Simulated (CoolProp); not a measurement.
Vapour-liquid equilibrium of R13 (1) + propylene (2) at 0.866 MPa; x and y are mole fractions of (1).

The numbers come from the multi-fluid Helmholtz-energy mixture model, Platzer 1990 and Lemmon 2013; pair parameters Bell 2016 in CoolProp. This equation is an older, rougher fit; its heat capacities, sound speeds and derivatives of the liquid may be far off and weren't checked against measurements.

Q: Give the bubble temperature and the first vapour's composition at x = 0.125, 0.2, 0.725. Is there an azeotrope?

A: x = 0.125: 0.6 °C, y = 0.355; x = 0.2: -5.1 °C, y = 0.485; x = 0.725: -24.0 °C, y = 0.861. No azeotrope shows between x = 0.05 and 0.95.

Pair parameters are fitted to limited data, so mixtures are less certain than the pure fluids.
